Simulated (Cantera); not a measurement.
Input (Python, Cantera):

```python
import numpy as np
import cantera as ct

gas = ct.Solution("gri30.yaml")
gas.TPX = 1725, 13332, {'C3H8': 1, 'H2': 2.3}
reactor = ct.IdealGasConstPressureReactor(gas, energy="off", clone=False)
net = ct.ReactorNet([reactor])
net.rtol, net.atol = 1e-08, 1e-18
show = ['C3H8', 'H2', 'C2H6', 'CH4', 'C2H4', 'H', 'C2H']
times = np.geomspace(1e-05, 3, 13)

steps = ct.SolutionArray(gas, extra=["t"])
rows = []
print(f"{'t/s':>10s}{'T/K':>9s}{'P/Pa':>11s}" + "".join(f"{s:>11s}" for s in show))
for t in times:
    while net.time < t:
        t_next = net.step()
        steps.append(gas.state, t=t_next)
    rows.append([np.interp(t, steps.t, y) for y in (steps.T, steps.P, *steps(*show).X.T)])
    print(f"{t:10.3e}{rows[-1][0]:9.1f}{rows[-1][1]:11.4g}" + "".join(f"{x:11.3e}" for x in rows[-1][2:]))
rate = np.gradient(steps.T, steps.t)
print("integrator steps:", len(steps.t))
if steps.T.max() > steps.T[0] + 200:
    print(f"time of steepest temperature rise: {steps.t[rate.argmax()]:.4e} s")
gas.TPX = 1725, 13332, {'C3H8': 1, 'H2': 2.3}
gas.equilibrate("TP")
print(f"equilibrium (TP): T = {gas.T:.1f} K  " + "  ".join(f"{s} {gas[s].X[0]:.3e}" for s in show))
```

Output:

```
       t/s      T/K       P/Pa       C3H8         H2       C2H6        CH4       C2H4          H        C2H
 1.000e-05   1725.0  1.333e+04  2.016e-01  6.491e-01  5.154e-03  3.394e-02  5.687e-02  1.302e-03  5.361e-09
 2.860e-05   1725.0  1.333e+04  4.601e-02  5.768e-01  1.442e-02  1.350e-01  1.618e-01  2.686e-03  3.711e-07
 8.182e-05   1725.0  1.333e+04  7.002e-04  5.762e-01  4.787e-03  1.878e-01  1.477e-01  1.720e-03  1.251e-06
 2.340e-04   1725.0  1.333e+04  3.649e-06  5.985e-01  8.294e-04  1.840e-01  1.011e-01  6.386e-04  7.397e-07
 6.694e-04   1725.0  1.333e+04  1.771e-07  6.154e-01  1.718e-04  1.764e-01  6.239e-02  3.065e-04  4.484e-07
 1.915e-03   1725.0  1.333e+04  5.937e-08  6.309e-01  8.512e-05  1.675e-01  2.647e-02  2.414e-04  4.165e-07
 5.477e-03   1725.0  1.333e+04  5.735e-08  6.459e-01  8.937e-05  1.543e-01  4.043e-03  2.866e-04  5.402e-07
 1.567e-02   1725.0  1.333e+04  3.753e-08  6.652e-01  6.720e-05  1.289e-01  1.937e-03  3.101e-04  5.919e-07
 4.481e-02   1725.0  1.333e+04  1.295e-08  6.970e-01  3.252e-05  8.628e-02  1.369e-03  3.428e-04  6.606e-07
 1.282e-01   1725.0  1.333e+04  1.943e-09  7.300e-01  8.759e-06  4.210e-02  1.028e-03  3.899e-04  7.578e-07
 3.667e-01   1725.0  1.333e+04  1.784e-10  7.493e-01  1.476e-06  1.612e-02  9.523e-04  4.283e-04  8.358e-07
 1.049e+00   1725.0  1.333e+04  3.345e-11  7.564e-01  3.159e-07  6.531e-03  9.508e-04  4.432e-04  8.661e-07
 3.000e+00   1725.0  1.333e+04  2.010e-11  7.579e-01  1.916e-07  4.488e-03  9.526e-04  4.459e-04  8.717e-07
integrator steps: 1486
equilibrium (TP): T = 1725.0 K  C3H8 1.969e-11  H2 7.580e-01  C2H6 1.879e-07  CH4 4.414e-03  C2H4 9.527e-04  H 4.460e-04  C2H 8.719e-07
```

Detailed kinetics in Cantera: GRI-Mech 3.0 (53 species, 325 reactions). GRI-Mech 3.0 was tuned for natural gas; its chemistry of propane as a main component is partial and can be far from experiment. GRI-Mech 3.0 stops at C3 and has no aromatics, soot or wall deposition, so with more carbon than oxygen in the feed, carbon stays in small species such as C2H2 where larger ones or solid carbon would form.
